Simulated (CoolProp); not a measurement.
Aqueous calcium chloride as a coolant, 22 % by mass, freezing at -22.0 °C, 1 atm.

Computed with CoolProp (Melinder's fits for secondary coolants).

```csv
T (°C),conductivity (W/(m K)),Prandtl number,density (kg/m³),cp (kJ/(kg K))
-17.8,0.518,?,?,2.914
-11.4,0.527,27.7,?,2.937
-4.9,0.536,22.3,1206,2.959
1.6,0.546,18.2,1205,2.980
8,0.555,15.2,1203,2.999
14.5,0.564,12.8,1202,3.017
20.9,?,11.0,1199,3.033
27.4,0.583,9.48,1196,?
33.8,0.592,?,?,3.061
```

Task: Fill in the missing entries.

Result: 
- -17.8, Prandtl number: 35.0
- -17.8, density (kg/m³): 1210
- -11.4, density (kg/m³): 1208
- 20.9, conductivity (W/(m K)): 0.573
- 27.4, cp (kJ/(kg K)): 3.048
- 33.8, Prandtl number: 8.28
- 33.8, density (kg/m³): 1193
